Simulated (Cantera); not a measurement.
**Thermodynamics of halide evaporation, hydrolysis and transport, feed KCl + H2 + N2**

Feed: 1 mol KCl, 33 mol H2, 16 mol N2, held at 2.78 Torr.

Method: chemical equilibrium by Gibbs-energy minimisation in Cantera with the NASA 1993 tables (ideal gas, pure condensed phases). Candidate condensed phases: K, KCl, NH4Cl; 17 gas species. The numbers say what is thermodynamically allowed, not how fast it happens.

```csv
T (K),log p H2,log p N2,log p KCl,log p K2Cl2,log p K,log p HCl,n KCl(s)
823,-2.60,-2.92,-6.24,-6.93,-9.38,-9.38,0.989
873,-2.60,-2.92,-5.47,-6.06,-8.61,-8.61,0.932
923,-2.61,-2.92,-4.79,-5.29,-7.93,-7.93,0.648
973,-2.61,-2.93,-4.32,-4.88,-7.39,-7.39,0
1023,-2.61,-2.93,-4.22,-5.16,-7.06,-7.06,0
1073,-2.61,-2.93,-4.17,-5.50,-6.79,-6.79,0
1123,-2.61,-2.93,-4.15,-5.85,-6.55,-6.55,0
1173,-2.61,-2.93,-4.14,-6.20,-6.34,-6.34,0
1223,-2.61,-2.93,-4.14,-6.52,-6.15,-6.14,0
1273,-2.61,-2.93,-4.14,-6.83,-5.97,-5.97,0
1323,-2.61,-2.93,-4.14,-7.11,-5.81,-5.81,0
1373,-2.61,-2.93,-4.14,-7.38,-5.66,-5.66,0
1423,-2.61,-2.93,-4.15,-7.63,-5.52,-5.52,0
```
log p: log10 of the partial pressure in bar; n: condensed amount in mol.

From 823 K to 923 K the condensed part is KCl(s). From 973 K to 1423 K nothing is condensed. The main K-bearing gas is KCl throughout.
